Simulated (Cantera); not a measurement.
**Thermodynamics of iron carbonyl, mercury and lead vapours, feed HgO + N2**

Charge: 1 mol HgO, a varied amount of N2, at 773.15 K and 100000 Pa.

These are equilibrium values from Cantera (NASA tables, ideal gas, pure condensed phases), not measurements of a reactor. Candidate condensed phases: Hg, HgO; 10 gas species. Kinetics and transport are ignored.

```
n(N2) (mol)  log p N2  log p Hg  log p O2  log p NO  log p NO2
-----------  --------  --------  --------  --------  ---------
1.3             -0.33     -0.45     -0.75     -6.06      -6.47
1.8             -0.26     -0.52     -0.82     -6.06      -6.50
2.5             -0.20     -0.60     -0.90     -6.07      -6.56
3.4             -0.16     -0.69     -0.99     -6.09      -6.62
4.6             -0.12     -0.79     -1.09     -6.12      -6.70
6.3             -0.09     -0.89     -1.19     -6.16      -6.79
8.5             -0.07     -1.00     -1.30     -6.20      -6.89
12              -0.05     -1.13     -1.43     -6.26      -7.01
16              -0.04     -1.24     -1.54     -6.31      -7.12
21              -0.03     -1.35     -1.65     -6.36      -7.22
29              -0.02     -1.48     -1.79     -6.42      -7.35
```
log p: log10 of the partial pressure in bar; nothing condenses.

From 1.3 mol N2 to 29 mol N2 nothing is condensed. The main Hg-bearing gas is Hg throughout.
